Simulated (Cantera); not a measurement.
## AlN + HCl + H₂ (nitride etching)

Input: 1 mol AlN, 24 mol HCl, 1.6 mol H₂, at 9.20 Pa.

Cantera equilibrium calculation (NASA polynomials, part measured and part estimated; ideal gas, pure solids and liquids). Candidate condensed phases: Al, AlCl₃, AlN, NH₄Cl; 20 gas species. The tables' values for AlCl₂ are old estimates; treat these amounts as uncertain. Rates play no part.

From 1123 K to 2023 K nothing is condensed. The main Al-bearing gas is AlCl₃ at 1123 K and AlCl at 2023 K.

| T (K) | x HCl | x Cl | x H₂ | x H | x AlCl₃ | x AlCl | x N₂ | x AlCl₂ |
|---|---|---|---|---|---|---|---|---|
| 1123 | 0.820 | 9.30e-6 | 0.121 | 1.55e-6 | 0.0390 | 3.16e-7 | 0.0195 | 1.53e-5 |
| 1223 | 0.820 | 6.37e-5 | 0.121 | 1.09e-5 | 0.0390 | 6.10e-6 | 0.0195 | 9.18e-5 |
| 1323 | 0.820 | 0.000327 | 0.121 | 5.75e-5 | 0.0386 | 7.40e-5 | 0.0195 | 0.000414 |
| 1423 | 0.820 | 0.00134 | 0.120 | 0.000240 | 0.0369 | 0.000603 | 0.0195 | 0.00145 |
| 1523 | 0.820 | 0.00463 | 0.117 | 0.000824 | 0.0317 | 0.00325 | 0.0194 | 0.00380 |
| 1623 | 0.816 | 0.0139 | 0.110 | 0.00239 | 0.0211 | 0.0105 | 0.0191 | 0.00660 |
| 1723 | 0.795 | 0.0359 | 0.106 | 0.00620 | 0.00964 | 0.0204 | 0.0187 | 0.00723 |
| 1823 | 0.742 | 0.0764 | 0.112 | 0.0151 | 0.00302 | 0.0277 | 0.0180 | 0.00537 |
| 1923 | 0.652 | 0.136 | 0.125 | 0.0348 | 0.000737 | 0.0306 | 0.0172 | 0.00314 |
| 2023 | 0.530 | 0.210 | 0.137 | 0.0734 | 0.000159 | 0.0304 | 0.0161 | 0.00161 |
x: gas mole fraction; nothing condenses.
